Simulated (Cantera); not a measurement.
A closed system holds: 1 mol Si₂Cl₆, 0.69 mol Cl₂, a varied amount of H₂, equilibrated at 750 Torr.

Points: T (K) = 1323, 1348, 1373, 1398, 1423, 1448, 1473, 1498, 1523, 1548, 1573, 1598; n(H2) (mol) = 6.9, 11, 18, 30, 48, 78, 130, 210, 340.

Cantera's Mixture.equilibrate('TP', solver="vcs", rtol=1e-11, max_steps=5000) on the NASA tables stopped like this:

```
ERROR: FAILURE its = 5001!

*******************************************************************************
CanteraError thrown by MultiPhase::equilibrate:
VCS solver failed. Return code: -1
*******************************************************************************
```

Task: What got this run through?

Result: One answer among several that fit: The failure is numerical, not chemical. The same input converged with solver="gibbs", rtol=1e-10, max_steps=50000, and the result passed a check of the equilibrium conditions:
```
   1323        6.9  Si(cr)
   1323         11  Si(cr)
   1323         18  Si(cr)
   1323         30  Si(cr)
   1323         48  Si(cr)
   1323         78  Si(cr)
   1323        130  Si(cr)
   1323        210  Si(cr)
   1323        340  Si(cr)
   1348        6.9  Si(cr)
   1348         11  Si(cr)
   1348         18  Si(cr)
   1348         30  Si(cr)
   1348         48  Si(cr)
   1348         78  Si(cr)
   1348        130  Si(cr)
   1348        210  Si(cr)
   1348        340  Si(cr)
   1373        6.9  Si(cr)
   1373         11  Si(cr)
   1373         18  Si(cr)
   1373         30  Si(cr)
   1373         48  Si(cr)
   1373         78  Si(cr)
   1373        130  Si(cr)
   1373        210  Si(cr)
   1373        340  Si(cr)
   1398        6.9  gas only
   1398         11  Si(cr)
   1398         18  Si(cr)
   1398         30  Si(cr)
   1398         48  Si(cr)
   1398         78  Si(cr)
   1398        130  Si(cr)
   1398        210  Si(cr)
   1398        340  Si(cr)
   1423        6.9  gas only
   1423         11  Si(cr)
   1423         18  Si(cr)
   1423         30  Si(cr)
   1423         48  Si(cr)
   1423         78  Si(cr)
   1423        130  Si(cr)
   1423        210  Si(cr)
   1423        340  Si(cr)
   1448        6.9  gas only
   1448         11  gas only
   1448         18  Si(cr)
   1448         30  Si(cr)
   1448         48  Si(cr)
   1448         78  Si(cr)
   1448        130  Si(cr)
   1448        210  Si(cr)
   1448        340  Si(cr)
   1473        6.9  gas only
   1473         11  gas only
   1473         18  Si(cr)
   1473         30  Si(cr)
   1473         48  Si(cr)
   1473         78  Si(cr)
   1473        130  Si(cr)
   1473        210  Si(cr)
   1473        340  Si(cr)
   1498        6.9  gas only
   1498         11  gas only
   1498         18  Si(cr)
   1498         30  Si(cr)
   1498         48  Si(cr)
   1498         78  Si(cr)
   1498        130  Si(cr)
   1498        210  Si(cr)
   1498        340  Si(cr)
   1523        6.9  gas only
   1523         11  gas only
   1523         18  Si(cr)
   1523         30  Si(cr)
   1523         48  Si(cr)
   1523         78  Si(cr)
   1523        130  Si(cr)
   1523        210  Si(cr)
   1523        340  Si(cr)
   1548        6.9  gas only
   1548         11  gas only
   1548         18  Si(cr)
   1548         30  Si(cr)
   1548         48  Si(cr)
   1548         78  Si(cr)
   1548        130  Si(cr)
   1548        210  Si(cr)
   1548        340  Si(cr)
   1573        6.9  gas only
   1573         11  gas only
   1573         18  gas only
   1573         30  Si(cr)
   1573         48  Si(cr)
   1573         78  Si(cr)
   1573        130  Si(cr)
   1573        210  Si(cr)
   1573        340  Si(cr)
   1598        6.9  gas only
   1598         11  gas only
   1598         18  gas only
   1598         30  Si(cr)
   1598         48  Si(cr)
   1598         78  Si(cr)
   1598        130  Si(cr)
   1598        210  Si(cr)
   1598        340  Si(cr)
```

The gas is ideal and each condensed phase is pure. The feed counts by its element totals alone. The tables' values for SiCl3 are old estimates.
